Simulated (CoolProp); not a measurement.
Values from CoolProp's reference Helmholtz-energy equation of state, Pan 2012.

**Question.** Give the vapour pressure (bar), enthalpy of vaporisation (kJ/kg), liquid cp (kJ/(kg K)), liquid viscosity (µPa s) of saturated R236FA at 346.2, 353.2, 360.1 K.

**Answer.** 
```csv
T (K),p (bar),enthalpy of vaporisation (kJ/kg),liquid cp (kJ/(kg K)),liquid viscosity (µPa s)
346.2,10.6,112,1.40,156
353.2,12.5,106,1.45,142
360.1,14.6,99.1,1.51,129
```

Viscosity comes from a separate model (Huber 2003), an estimate that may be off by 10 % or more.
